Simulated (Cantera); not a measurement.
A perfectly stirred reactor is fed with 11.3 % CH4, 2.14 % CO, 18.2 % O2, 68.4 % N2, equivalence ratio 1.3, at 1.00 atm; it is adiabatic with a 500 K inlet, and is followed from long to short residence time, starting on the burning branch (τ in s: 0.13, 0.05, 0.019, 0.0072, 0.0027, 0.001, 0.00039, 0.00015, 5.5e-05).

Detailed kinetics in Cantera: GRI-Mech 3.0 (53 species, 325 reactions).

Q: Predict: blow-out, bracketed by the residence times tried; x(CH4) at τ = 0.130 s; x(CO) at τ = 0.130 s; x(O2) at τ = 0.130 s; x(NO2) at τ = 0.130 s; x(HCO) at τ = 0.130 s; x(CH4) at τ = 2.70 ms; x(CO) at τ = 2.70 ms; x(O2) at τ = 2.70 ms; x(NO2) at τ = 2.70 ms; x(HCO) at τ = 2.70 ms.

A: 
```
Quantity                                                                       Result
------------------------------------------------  -----------------------------------
blow-out, bracketed by the residence times tried  burning at 0.150 ms, out at 55.0 µs
x(CH4) at τ = 0.130 s                                                         1.14e-5
x(CO) at τ = 0.130 s                                                           0.0676
x(O2) at τ = 0.130 s                                                         0.000131
x(NO2) at τ = 0.130 s                                                         5.48e-9
x(HCO) at τ = 0.130 s                                                         5.96e-8
x(CH4) at τ = 2.70 ms                                                         8.11e-5
x(CO) at τ = 2.70 ms                                                           0.0681
x(O2) at τ = 2.70 ms                                                          0.00147
x(NO2) at τ = 2.70 ms                                                         9.23e-9
x(HCO) at τ = 2.70 ms                                                         1.21e-6
```
